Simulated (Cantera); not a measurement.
Mixture: CH4 : C2H6 : O2 : N2 = 1 : 0.25 : 2.05 : 7.72 (molar parts), equivalence ratio 1.4, at 10.0 bar, adiabatic and at constant volume. Ignition delay is the time to a rise of 400 K.

Model: GRI-Mech 3.0 (53 species, 325 reactions), integrated in Cantera.

**Question.** What does this change do: pressure from 10.0 bar to 1.01 bar?

**Answer.** 
```json
[
 {"quantity": "delay at 1125 K", "before": "2.02 ms", "after": "9.12 ms"},
 {"quantity": "delay at 1225 K", "before": "0.448 ms", "after": "1.86 ms"},
 {"quantity": "delay at 1325 K", "before": "0.134 ms", "after": "0.593 ms"},
 {"quantity": "delay at 1425 K", "before": "51.1 µs", "after": "0.245 ms"},
 {"quantity": "delay at 1525 K", "before": "23.0 µs", "after": "0.114 ms"},
 {"quantity": "delay at 1625 K", "before": "11.4 µs", "after": "57.7 µs"},
 {"quantity": "apparent activation energy between 1425 and 1625 K", "before": "140 kJ/mol", "after": "140 kJ/mol"}
]
```
